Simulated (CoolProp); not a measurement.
Vapour-liquid equilibrium of R134a (1) + methanol (2) at 276.3 K; x and y are mole fractions of (1).

Computed with CoolProp (multi-fluid Helmholtz-energy mixture model, Tillner-Roth 1994 and de Reuck 1993; pair parameters Bell 2016).

| x | bubble pressure (bar) | y at the bubble point | dew pressure at overall composition x (bar) | liquid density (mol/L) |
|---|---|---|---|---|
| 0.05 | 0.6803 | 0.929 | 0.05196 | 24.28 |
| 0.125 | 1.280 | 0.963 | 0.05638 | 23.01 |
| 0.2 | 1.629 | 0.971 | 0.06162 | 21.82 |
| 0.275 | 1.842 | 0.975 | 0.06795 | 20.70 |
| 0.35 | 1.986 | 0.977 | 0.07575 | 19.65 |
| 0.425 | 2.097 | 0.979 | 0.08559 | 18.66 |
| 0.5 | 2.199 | 0.981 | 0.09838 | 17.73 |
| 0.575 | 2.305 | 0.982 | 0.1157 | 16.85 |
| 0.65 | 2.423 | 0.984 | 0.1404 | 16.01 |
| 0.725 | 2.558 | 0.987 | 0.1786 | 15.22 |
| 0.8 | 2.716 | 0.989 | 0.2453 | 14.46 |
| 0.875 | 2.900 | 0.993 | 0.3914 | 13.74 |
| 0.95 | 3.115 | 0.997 | 0.9651 | 13.04 |

No azeotrope shows between x = 0.05 and 0.95.

The pair parameters rest on a limited set of measurements; away from them the model extrapolates. With so large a gap from Raoult's law the liquid may split in two, which this calculation doesn't test in full.
